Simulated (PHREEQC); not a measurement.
Dissolve 0.0049 mol/kgw H2SO4, 0.0041 mol/kgw LiCl and 0.26 mol/kgw Na2SO4 at 25 °C. It is in equilibrium with CO2 at log p = -3.4 (atm). Otherwise closed; pH follows from the charge balance.

Computed with PHREEQC (ion-association model, phreeqc.dat).

Problem. The ionic strength comes out as 0.626 mol/kgw. What activity coefficients do Cl-, H+, HSO4-, NaSO4-, Na+ get?

Solution. Cl- 0.64, H+ 0.76, HSO4- 0.74, NaSO4- 0.68, Na+ 0.72.

Precipitation was switched off in this run.
